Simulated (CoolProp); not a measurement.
Vapour-liquid equilibrium of acetone (1) + ethanol (2) at 38.25 °C; x and y are mole fractions of (1).

Model: multi-fluid Helmholtz-energy mixture model, Lemmon 2006 and Schroeder 2014; pair parameters Bell 2016, in CoolProp.

| x | bubble pressure, mixture model (MPa) | bubble pressure, Raoult's law (MPa) | y, mixture model | y, Raoult's law |
|---|---|---|---|---|
| 0.05 | (withheld) | 0.01815 | 0.241 | 0.146 |
| 0.125 | 0.02576 | 0.02090 | 0.436 | 0.316 |
| 0.2 | 0.03000 | 0.02364 | (withheld) | 0.447 |
| 0.275 | 0.03348 | 0.02638 | (withheld) | 0.551 |
| 0.35 | 0.03639 | 0.02912 | 0.678 | 0.636 |
| 0.425 | 0.03888 | 0.03186 | 0.721 | 0.705 |
| 0.5 | (withheld) | 0.03460 | 0.759 | 0.764 |
| 0.575 | (withheld) | 0.03734 | (withheld) | 0.814 |
| 0.65 | (withheld) | 0.04009 | 0.825 | 0.857 |
| 0.725 | 0.04675 | 0.04283 | 0.858 | 0.895 |
| 0.8 | 0.04848 | 0.04557 | 0.892 | 0.928 |
| 0.875 | 0.05017 | 0.04831 | 0.930 | 0.958 |
| 0.95 | 0.05182 | 0.05105 | (withheld) | 0.984 |

Task: Fill in the missing entries.

Result: 
- 0.05, bubble pressure, mixture model (MPa): 0.02052
- 0.2, y, mixture model: 0.549
- 0.275, y, mixture model: 0.623
- 0.5, bubble pressure, mixture model (MPa): 0.04108
- 0.575, bubble pressure, mixture model (MPa): 0.04309
- 0.575, y, mixture model: 0.793
- 0.65, bubble pressure, mixture model (MPa): 0.04496
- 0.95, y, mixture model: 0.970

The largest gap from Raoult's law is +26.9 % in bubble pressure, at x = 0.2. No azeotrope shows between x = 0.05 and 0.95.

Pair parameters are fitted to limited data, so mixtures are less certain than the pure fluids.
